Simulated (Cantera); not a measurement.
Cantera with NASA thermochemical tables; ideal gases at 1 bar, condensed phases pure. Values are per mole of reaction as written; species without (g) are pure solids or liquids, kept so even where they would boil at 1 bar.

12 CuF2 + N2(g) + 6 NO(g) → 6 Cu2O + 8 NF3(g), with ΔH° = 3841.1 kJ and ΔS° = 254.2 J/K at 300 K.

Problem. How far is the shortcut ΔG° ≈ ΔH°(300 K) − T·ΔS°(300 K) from the full temperature-dependent value at 523, 723, 923, 1123, 1323, 1523, 1723, 1923, 2123, 2323 K?

Solution. 
| T (K) | shortcut (kJ) | full (kJ) | difference (kJ) | difference in log10 K | condensed phases |
|---|---|---|---|---|---|
| 523 | 3708.2 | 3720.4 | -12.2 | 1.22 | CuF2(s), Cu2O(s) |
| 723 | 3657.4 | 3695.4 | -38.0 | 2.75 | CuF2(s), Cu2O(s) |
| 923 | 3606.5 | 3680.8 | -74.3 | 4.20 | CuF2(s), Cu2O(s) |
| 1123 | 3555.7 | 3682.9 | -127.2 | 5.92 | CuF2(l), Cu2O(s) |
| 1323 | 3504.9 | 3804.6 | -299.8 | 11.84 | CuF2(l), Cu2O(s) |
| 1523 | 3454.0 | 3932.4 | -478.3 | 16.41 | CuF2(l), Cu2O(l) |
| 1723 | 3403.2 | 4015.7 | -612.5 | 18.57 | CuF2(l), Cu2O(l) |
| 1923 | 3352.4 | 4103.2 | -750.9 | 20.40 | CuF2(l), Cu2O(l) |
| 2123 | 3301.5 | 4194.4 | -892.9 | 21.97 | CuF2(l), Cu2O(l) |
| 2323 | 3250.7 | 4288.7 | -1038.0 | 23.34 | CuF2(l), Cu2O(l) |
The shortcut ignores heat capacities and the phase changes listed.
